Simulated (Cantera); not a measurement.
Input: 1 mol CH4, 0.058 mol NH3, 37 mol H2, equilibrated at 1.33 mbar.

These are equilibrium values from Cantera (NASA tables, ideal gas, pure condensed phases), not measurements of a reactor. Candidate condensed phases: C, C6H6, C7H8, C8H18; 92 gas species. Kinetics and transport are ignored. All values below are at 2323 K.

Base state: H2 0.739, H 0.256, C2H2 (acetylene) 0.00358, HCN 0.000643, N2 0.000290, HNC 6.04e-5, C2H 5.94e-5, C3 1.91e-5 (mole fractions); condensed: C(graphite).

Task: What changes in the equilibrium state with this change: CH4 replaced by C3H6?

Result: 
```csv
species,before,after
H2,0.739,0.739
H,0.256,0.256
C2H2 (acetylene),0.00358,0.00358
HCN,0.000643,0.000632
N2,0.000290,0.000280
HNC,6.04e-5,5.94e-5
C2H,5.94e-5,5.94e-5
C3,1.91e-5,1.91e-5
"C(graphite), mol",0.637,2.63
```

Task: What changes in the equilibrium state with this change: pressure from 1.33 mbar to 11.0 Pa?

Result: 
```json
[
 {"species": "H", "before": "0.256", "after": "0.629"},
 {"species": "H2", "before": "0.739", "after": "0.368"},
 {"species": "C2H2 (acetylene)", "before": "0.00358", "after": "0.00178"},
 {"species": "C2", "before": "1.70e-6", "after": "2.07e-5"},
 {"species": "C", "before": "9.09e-6", "after": "0.000110"},
 {"species": "C3", "before": "1.91e-5", "after": "0.000232"},
 {"species": "CN", "before": "9.86e-6", "after": "3.24e-5"},
 {"species": "C2H", "before": "5.94e-5", "after": "0.000146"},
 {"species": "C(graphite), mol", "before": "0.637", "after": "0.702"}
]
```
